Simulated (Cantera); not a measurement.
Feed: 1 mol MgO, 1.2 mol HI, 0.54 mol O2, equilibrated at 1048.15 K and 0.133 bar.

Equilibrium computed with Cantera from the NASA thermochemical tables; the gas is ideal and each condensed phase is pure. Candidate condensed phases: H2O, I2, Mg, MgI2, MgO, Mg(OH)2; 20 gas species. The numbers say what is thermodynamically allowed, not how fast it happens.

Base state: H2O 0.389, I2 0.323, O2 0.156, I 0.132, HI 8.98e-5 (mole fractions); condensed: MgO(s).

Q: What changes in the equilibrium state with this change: temperature from 1048.15 K to 1550 K?

A: 
```
species       before     after
-----------  -------  --------
I              0.132     0.561
H2O            0.389     0.299
O2             0.156     0.120
I2             0.323    0.0185
OH           8.55e-7  0.000297
HI           8.98e-5   0.00159
MgO(s), mol     1.00      1.00
```

Q: What changes in the equilibrium state with this change: temperature from 1048.15 K to 1423 K?

A: 
| species | before | after |
|---|---|---|
| I | 0.132 | 0.521 |
| H2O | 0.389 | 0.307 |
| O2 | 0.156 | 0.123 |
| I2 | 0.323 | 0.0469 |
| OH | 8.55e-7 | 9.81e-5 |
| HI | 8.98e-5 | 0.00113 |
| MgO(s), mol | 1.00 | 1.00 |

Q: What changes in the equilibrium state with this change: pressure from 0.133 bar to 12.0 mbar?

A: 
| species | before | after |
|---|---|---|
| H2O | 0.389 | 0.348 |
| I | 0.132 | 0.331 |
| I2 | 0.323 | 0.182 |
| O2 | 0.156 | 0.139 |
| HI | 8.98e-5 | 0.000120 |
| MgO(s), mol | 1.00 | 1.00 |
